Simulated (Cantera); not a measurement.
A closed system holds: 1 mol Si2H6, 0.78 mol O3, 190 mol N2, held at 1275 °C and 32.3 Torr.

Cantera equilibrium calculation (NASA polynomials, part measured and part estimated; ideal gas, pure solids and liquids). Candidate condensed phases: H2O, Si, SiO2, Si2N2O, Si3N4; 35 gas species. The feed counts by its element totals alone. Mutual solubility and eutectic melting of coexisting phases are not modelled. The tables hold silica as quartz up to 1696 K and as liquid above; real silica turns to tridymite and cristobalite and melts near 1996 K. Rates play no part.

Base state: N2 0.984, H2 0.0156, SiO 0.000516, H 1.85e-5 (mole fractions); condensed: SiO2(β-quartz) + Si2N2O(s).

Problem. What changes in the equilibrium state with this change: pressure from 32.3 Torr to 1.00 Torr?

Solution. 
```json
[
 {"species": "N2", "before": "0.984", "after": "0.976"},
 {"species": "H2", "before": "0.0156", "after": "0.0153"},
 {"species": "SiO", "before": "0.000516", "after": "0.00854"},
 {"species": "H", "before": "1.85e-5", "after": "0.000104"},
 {"species": "SiO2(β-quartz), mol", "before": "0.860", "after": "0.338"},
 {"species": "Si2N2O(s), mol", "before": "0.521", "after": "0"}
]
```
